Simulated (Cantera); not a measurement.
Input (Python, Cantera):

```python
import numpy as np
import cantera as ct

gas = ct.Solution("gri30.yaml")
gas.TPX = 1050, 52000, {'H2': 0.093, 'O2': 1, 'N2': 4.8}
inlet = ct.Reservoir(gas, clone=True)

reactor = ct.IdealGasConstPressureReactor(gas, energy="off", clone=False)
exhaust = ct.Reservoir(gas, clone=True)
tau = [0.79, 0.51, 0.33, 0.21, 0.13, 0.086, 0.055, 0.035, 0.023, 0.015, 0.0094][0]
for a, b in ((inlet, reactor), (reactor, exhaust)):
    ct.MassFlowController(a, b, mdot=lambda t: reactor.mass / tau)
net = ct.ReactorNet([reactor])
show = ['H2', 'O2', 'H2O2', 'O', 'NO', 'OH', 'N2O']

rows = []
print(f"{'tau/s':>10s}{'T/K':>9s}" + "".join(f"{s:>11s}" for s in show))
for tau in [0.79, 0.51, 0.33, 0.21, 0.13, 0.086, 0.055, 0.035, 0.023, 0.015, 0.0094]:
    net.initial_time = 0.0
    net.advance(30 * tau)
    before = gas.X
    net.advance(40 * tau)
    drift = np.max(np.abs(gas.X - before) / (gas.X + 1e-9))
    rows.append([gas.T, *gas[show].X, drift])
    print(f"{tau:10.3e}{gas.T:9.1f}" + "".join(f"{x:11.3e}" for x in gas[show].X))
```

Output:

```
     tau/s      T/K         H2         O2       H2O2          O         NO         OH        N2O
 7.900e-01   1050.0  1.303e-04  1.631e-01  2.602e-07  1.169e-05  1.355e-08  1.503e-05  2.818e-07
 5.100e-01   1050.0  1.688e-04  1.631e-01  3.303e-07  1.543e-05  1.080e-08  1.771e-05  2.516e-07
 3.300e-01   1050.0  2.168e-04  1.632e-01  4.127e-07  2.019e-05  8.686e-09  2.098e-05  2.224e-07
 2.100e-01   1050.0  2.794e-04  1.632e-01  5.120e-07  2.654e-05  7.080e-09  2.520e-05  1.936e-07
 1.300e-01   1050.0  3.632e-04  1.632e-01  6.325e-07  3.522e-05  5.975e-09  3.081e-05  1.652e-07
 8.600e-02   1050.0  4.532e-04  1.632e-01  7.481e-07  4.473e-05  5.468e-09  3.684e-05  1.429e-07
 5.500e-02   1050.0  5.731e-04  1.633e-01  8.839e-07  5.763e-05  5.339e-09  4.492e-05  1.210e-07
 3.500e-02   1050.0  7.234e-04  1.633e-01  1.031e-06  7.411e-05  5.618e-09  5.512e-05  1.014e-07
 2.300e-02   1050.0  8.950e-04  1.634e-01  1.173e-06  9.322e-05  6.225e-09  6.685e-05  8.539e-08
 1.500e-02   1050.0  1.108e-03  1.635e-01  1.321e-06  1.173e-04  7.171e-09  8.152e-05  7.121e-08
 9.400e-03   1050.0  1.395e-03  1.635e-01  1.485e-06  1.499e-04  8.575e-09  1.013e-04  5.794e-08
```

Computed with Cantera and GRI-Mech 3.0 (53 species, 325 reactions).
